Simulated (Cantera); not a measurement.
Adiabatic ignition

An adiabatic, constant-pressure homogeneous reactor starts with CH4 : O2 : N2 = 1 : 4.26 : 16 (molar parts), at 1575 K and 500000 Pa.

Computed with Cantera and GRI-Mech 3.0 (53 species, 325 reactions).

| t (s) | T (K) | x CH4 | x O2 | x CO | x NO2 | x HCN |
|---|---|---|---|---|---|---|
| 4.00e-6 | 1575 | 0.0470 | 0.200 | 1.77e-9 | <1e-12 | <1e-12 |
| 9.47e-6 | 1575 | 0.0470 | 0.200 | 2.83e-8 | <1e-12 | <1e-12 |
| 2.24e-5 | 1575 | 0.0470 | 0.200 | 6.66e-7 | <1e-12 | <1e-12 |
| 5.32e-5 | 1577 | 0.0464 | 0.200 | 3.08e-5 | <1e-12 | <1e-12 |
| 0.000126 | 1725 | 0.0260 | 0.179 | 0.0105 | 1.21e-10 | 1.76e-9 |
| 0.000298 | 2486 | <1e-12 | 0.104 | 0.00213 | 5.57e-7 | 1.69e-12 |
| 0.000706 | 2484 | <1e-12 | 0.104 | 0.00211 | 1.69e-6 | 1.82e-12 |
| 0.00167 | 2481 | <1e-12 | 0.103 | 0.00209 | 4.15e-6 | 2.09e-12 |
| 0.00396 | 2475 | <1e-12 | 0.101 | 0.00204 | 8.86e-6 | 2.50e-12 |
| 0.00939 | 2467 | <1e-12 | 0.0992 | 0.00197 | 1.53e-5 | 2.89e-12 |
| 0.0222 | 2461 | <1e-12 | 0.0978 | 0.00193 | 1.94e-5 | 3.05e-12 |
| 0.0527 | 2460 | <1e-12 | 0.0976 | 0.00193 | 2.01e-5 | 3.08e-12 |
| 0.125 | 2460 | <1e-12 | 0.0976 | 0.00193 | 2.01e-5 | 3.08e-12 |
| 0.296 | 2460 | <1e-12 | 0.0976 | 0.00193 | 2.01e-5 | 3.08e-12 |
| 0.700 | 2460 | <1e-12 | 0.0976 | 0.00193 | 2.01e-5 | 3.08e-12 |
x: mole fraction; the columns are a selection and need not sum to one.

- time of steepest temperature rise = 0.132 ms
- temperature at 0.700 s = 2460 K
- equilibrium temperature = 2460 K
- x(CH4) at 0.700 s = <1e-12 (gas-phase equilibrium <1e-12)
- x(O2) at 0.700 s = 0.0976 (gas-phase equilibrium 0.0976)
- x(CO) at 0.700 s = 0.00193 (gas-phase equilibrium 0.00193)
